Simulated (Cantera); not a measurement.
Cantera run, input and output.

```python
import numpy as np
import cantera as ct

gas = ct.Solution("gri30.yaml")
gas.TPX = 1125, 460000, {'CH4': 1, 'C2H6': 0.16, 'O2': 3.16, 'N2': 11.9}
reactor = ct.IdealGasConstPressureReactor(gas, energy="on", clone=False)
net = ct.ReactorNet([reactor])
net.rtol, net.atol = 1e-08, 1e-16
show = ['CH4', 'C2H6', 'O2', 'H', 'OH', 'CH2O', 'CH2CO']
times = np.geomspace(4e-06, 0.1, 11)

steps = ct.SolutionArray(gas, extra=["t"])
rows = []
print(f"{'t/s':>10s}{'T/K':>9s}{'P/Pa':>11s}" + "".join(f"{s:>11s}" for s in show))
for t in times:
    while net.time < t:
        t_next = net.step()
        steps.append(gas.state, t=t_next)
    rows.append([np.interp(t, steps.t, y) for y in (steps.T, steps.P, *steps(*show).X.T)])
    print(f"{t:10.3e}{rows[-1][0]:9.1f}{rows[-1][1]:11.4g}" + "".join(f"{x:11.3e}" for x in rows[-1][2:]))
rate = np.gradient(steps.T, steps.t)
print("integrator steps:", len(steps.t))
if steps.T.max() > steps.T[0] + 200:
    print(f"time of steepest temperature rise: {steps.t[rate.argmax()]:.4e} s")
gas.TPX = 1125, 460000, {'CH4': 1, 'C2H6': 0.16, 'O2': 3.16, 'N2': 11.9}
gas.equilibrate("HP")
print(f"equilibrium (HP): T = {gas.T:.1f} K  " + "  ".join(f"{s} {gas[s].X[0]:.3e}" for s in show))
```

Output:

```
       t/s      T/K       P/Pa        CH4       C2H6         O2          H         OH       CH2O      CH2CO
 4.000e-06   1125.0    4.6e+05  6.165e-02  9.864e-03  1.948e-01  2.263e-12  4.550e-12  7.556e-11  1.145e-19
 1.101e-05   1125.0    4.6e+05  6.165e-02  9.864e-03  1.948e-01  5.019e-12  1.234e-11  5.686e-10  1.103e-17
 3.031e-05   1125.0    4.6e+05  6.165e-02  9.864e-03  1.948e-01  1.252e-11  3.286e-11  4.189e-09  7.419e-16
 8.345e-05   1125.0    4.6e+05  6.165e-02  9.864e-03  1.948e-01  3.414e-11  8.601e-11  2.967e-08  3.900e-14
 2.297e-04   1125.0    4.6e+05  6.165e-02  9.864e-03  1.948e-01  1.146e-10  2.503e-10  2.025e-07  1.585e-12
 6.325e-04   1125.0    4.6e+05  6.165e-02  9.860e-03  1.948e-01  6.371e-10  1.216e-09  1.674e-06  6.726e-11
 1.741e-03   1125.4    4.6e+05  6.159e-02  9.806e-03  1.947e-01  1.562e-08  2.415e-08  4.894e-05  1.970e-08
 4.793e-03   2571.4    4.6e+05  6.225e-17  5.795e-32  3.823e-02  8.560e-04  9.591e-03  4.767e-11  6.348e-19
 1.320e-02   2559.5    4.6e+05  6.307e-17  5.872e-32  3.472e-02  8.122e-04  9.048e-03  4.696e-11  6.051e-19
 3.633e-02   2558.8    4.6e+05  6.312e-17  5.876e-32  3.452e-02  8.098e-04  9.017e-03  4.693e-11  6.033e-19
 1.000e-01   2558.8    4.6e+05  6.312e-17  5.876e-32  3.452e-02  8.098e-04  9.017e-03  4.693e-11  6.033e-19
integrator steps: 2184
time of steepest temperature rise: 4.0345e-03 s
equilibrium (HP): T = 2558.8 K  CH4 8.616e-17  C2H6 9.354e-32  O2 3.452e-02  H 8.098e-04  OH 9.017e-03  CH2O 4.693e-11  CH2CO 7.252e-19
```

Model: GRI-Mech 3.0 (53 species, 325 reactions), integrated in Cantera.
